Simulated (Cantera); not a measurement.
A perfectly stirred reactor is fed with C3H8 : O2 : N2 : H2O = 1 : 7.04 : 26.5 : 1.5 (molar parts), equivalence ratio 0.71, at 4.00 bar; it is adiabatic with a 350 K inlet, and is followed from long to short residence time, starting on the burning branch (τ in s: 0.16, 0.064, 0.026, 0.011, 0.0043, 0.0017, 0.00071, 0.00029, 0.00012, 4.8e-05, 1.9e-05, 7.9e-06).

Detailed kinetics in Cantera: GRI-Mech 3.0 (53 species, 325 reactions). GRI-Mech 3.0 was tuned for natural gas; its chemistry of propane as a main component is partial and can be far from experiment.

x: mole fraction; the columns are a selection and need not sum to one.

| τ (s) | T (K) | x C3H8 | x O2 | x CH4 | x O | x CH2CO | x C2H6 | x HCO |
|---|---|---|---|---|---|---|---|---|
| 0.16 | 1872 | 2.19e-7 | 0.0549 | 2.89e-7 | 4.03e-5 | 4.26e-7 | 5.96e-10 | 2.24e-9 |
| 0.064 | 1870 | 4.97e-7 | 0.0550 | 5.23e-7 | 5.54e-5 | 9.41e-7 | 1.23e-9 | 5.65e-9 |
| 0.026 | 1868 | ? | 0.0551 | ? | ? | ? | ? | ? |
| 0.011 | 1863 | 2.12e-6 | 0.0552 | 1.23e-6 | 0.000134 | 3.77e-6 | 4.16e-9 | 3.45e-8 |
| 0.0043 | 1854 | 4.32e-6 | 0.0555 | 1.84e-6 | 0.000228 | 7.51e-6 | 7.87e-9 | 9.32e-8 |
| 0.0017 | 1839 | 8.54e-6 | 0.0561 | 2.89e-6 | 0.000384 | 1.45e-5 | 1.62e-8 | 2.53e-7 |
| 0.00071 | 1815 | 1.62e-5 | 0.0572 | 5.06e-6 | 0.000609 | 2.66e-5 | 3.72e-8 | 6.57e-7 |
| 0.00029 | 1774 | 3.25e-5 | 0.0595 | 1.14e-5 | 0.000901 | 5.04e-5 | 1.10e-7 | 1.76e-6 |
| 0.00012 | 1698 | 7.86e-5 | 0.0646 | 3.98e-5 | 0.00107 | 0.000109 | 4.77e-7 | 4.67e-6 |
| 4.8e-5 | 350 | 0.0277 | 0.195 | <1e-12 | <1e-12 | <1e-12 | <1e-12 | <1e-12 |
| 1.9e-5 | 350 | 0.0277 | 0.195 | <1e-12 | <1e-12 | <1e-12 | <1e-12 | <1e-12 |
| 7.9e-6 | 350 | 0.0277 | 0.195 | <1e-12 | <1e-12 | <1e-12 | <1e-12 | <1e-12 |

**Question.** Some entries are withheld; supply them.

**Answer.** 
- 0.026, x C3H8: 1.06e-6
- 0.026, x CH4: 8.35e-7
- 0.026, x O: 8.43e-5
- 0.026, x CH2CO: 1.95e-6
- 0.026, x C2H6: 2.34e-9
- 0.026, x HCO: 1.41e-8
